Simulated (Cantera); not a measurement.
A Cantera script and its output.

```python
import numpy as np
import cantera as ct

gas = ct.Solution("gri30.yaml")
gas.TPX = 1175, 100000, {'N2O': 1, 'O2': 1.3}
inlet = ct.Reservoir(gas, clone=True)

reactor = ct.IdealGasConstPressureReactor(gas, energy="off", clone=False)
exhaust = ct.Reservoir(gas, clone=True)
tau = [2, 0.63, 0.2, 0.062, 0.019, 0.0061, 0.0019][0]
for a, b in ((inlet, reactor), (reactor, exhaust)):
    ct.MassFlowController(a, b, mdot=lambda t: reactor.mass / tau)
net = ct.ReactorNet([reactor])
show = ['N2O', 'O2', 'NO', 'NO2', 'O']

rows = []
print(f"{'tau/s':>10s}{'T/K':>9s}" + "".join(f"{s:>11s}" for s in show))
for tau in [2, 0.63, 0.2, 0.062, 0.019, 0.0061, 0.0019]:
    net.initial_time = 0.0
    net.advance(30 * tau)
    before = gas.X
    net.advance(40 * tau)
    drift = np.max(np.abs(gas.X - before) / (gas.X + 1e-9))
    rows.append([gas.T, *gas[show].X, drift])
    print(f"{tau:10.3e}{gas.T:9.1f}" + "".join(f"{x:11.3e}" for x in gas[show].X))
```

Result:

```
     tau/s      T/K        N2O         O2         NO        NO2          O
 2.000e+00   1175.0  2.468e-01  5.925e-01  1.242e-02  1.488e-04  8.674e-07
 6.300e-01   1175.0  3.453e-01  5.779e-01  6.503e-03  7.586e-05  1.030e-06
 2.000e-01   1175.0  4.006e-01  5.700e-01  2.588e-03  2.830e-05  1.112e-06
 6.200e-02   1175.0  4.234e-01  5.668e-01  8.739e-04  7.982e-06  1.144e-06
 1.900e-02   1175.0  4.312e-01  5.657e-01  2.759e-04  1.637e-06  1.154e-06
 6.100e-03   1175.0  4.336e-01  5.654e-01  8.941e-05  2.562e-07  1.155e-06
 1.900e-03   1175.0  4.344e-01  5.653e-01  2.782e-05  2.958e-08  1.149e-06
```

Detailed kinetics in Cantera: GRI-Mech 3.0 (53 species, 325 reactions). GRI-Mech 3.0 was tuned for natural gas; its chemistry of N2O as a main component is partial and can be far from experiment. The mechanism lacks the step 2 NO + O2 → 2 NO2, which can matter for NO2 below about 1400 K. The temperature is held fixed by assumption; the heat of reaction is taken as removed at once.
